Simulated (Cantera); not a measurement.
# Premixed flame

A freely propagating, adiabatic, planar premixed flame of 51.2 % H2, 10.2 % O2, 38.5 % N2, equivalence ratio 2.5, unburnt at 575 K and 15000 Pa; multicomponent+Soret transport, grid criteria slope 0.08 and curve 0.16, no radiation.

Cantera simulation using the H2/O2 subset of GRI-Mech 3.0, which has no nitrogen chemistry; the numbers are that mechanism's predictions, not measurements. Burning velocities carry a grid error of a few per cent, more on coarse grids.

```csv
z (mm),T (K),u (m/s),x H2,x O2,x H,x H2O2,x H2O,x HO2
-15.9,575,5.86,0.512,0.102,<1e-8,<1e-8,<1e-8,<1e-8
-10.6,575,5.86,0.512,0.102,<1e-8,<1e-8,<1e-8,<1e-8
-7.96,575,5.86,0.512,0.102,<1e-8,<1e-8,<1e-8,1.06e-8
-5.31,575,5.86,0.512,0.102,8.82e-7,<1e-8,2.00e-7,1.49e-6
-2.65,594,6.01,0.507,0.103,0.000738,6.66e-7,0.00123,4.59e-5
-1.33,740,7.34,0.477,0.0985,0.0126,3.71e-7,0.0148,2.79e-5
0,1090,10.6,0.351,0.0519,0.0785,1.50e-7,0.111,1.02e-5
1.33,1304,12.7,0.267,0.00448,0.117,6.27e-8,0.204,8.54e-7
2.65,1384,13.4,0.266,0.000477,0.113,5.21e-8,0.213,8.46e-8
5.31,1478,14.2,0.274,0.000240,0.100,5.36e-8,0.214,3.92e-8
10.6,1587,15.1,0.285,0.000205,0.0845,4.64e-8,0.216,3.11e-8
21.2,1701,16.1,0.297,0.000154,0.0677,3.20e-8,0.218,2.29e-8
42.5,1810,17.0,0.308,0.000100,0.0512,1.84e-8,0.220,1.56e-8
```
x: mole fraction of selected species; z is measured from the peak of heat release.

```
Property                    Result
------------------------  --------
laminar burning velocity  586 cm/s
thermal thickness          5.31 mm
peak x(H)                    0.118
peak x(H2O2)               7.67e-7
peak x(HO2)                4.67e-5
grid points                    149
```
